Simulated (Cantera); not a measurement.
Input: 1 mol Ta2O5, 24 mol H2, held at 1.00 bar.

Method: chemical equilibrium by Gibbs-energy minimisation in Cantera with the NASA 1993 tables (ideal gas, pure condensed phases). Candidate condensed phases: H2O, Ta, Ta2O5; 12 gas species. Mutual solubility and eutectic melting of coexisting phases are not modelled. Condensed phases not in the tables: N, O or C dissolved in the metal. Kinetics and transport are ignored. All values below are at 1623 K.

Base state: H2 1.000, H2O 0.000234, H 6.91e-5 (mole fractions); condensed: Ta(s) + Ta2O5(s).

What changes in the equilibrium state with this change: Ta2O5 replaced by PbO?


| species | before | after |
|---|---|---|
| H2 | 1.000 | 0.920 |
| H2O | 0.000234 | 0.0400 |
| Pb | 0 | 0.0400 |
| Pb2 | 0 | 1.87e-5 |
| H | 6.91e-5 | 6.63e-5 |
| Ta(s), mol | 0.00224 | 0 |
| Ta2O5(s), mol | 0.999 | 0 |
Further candidate phases: Pb, PbO, PbO2, Pb3O4.
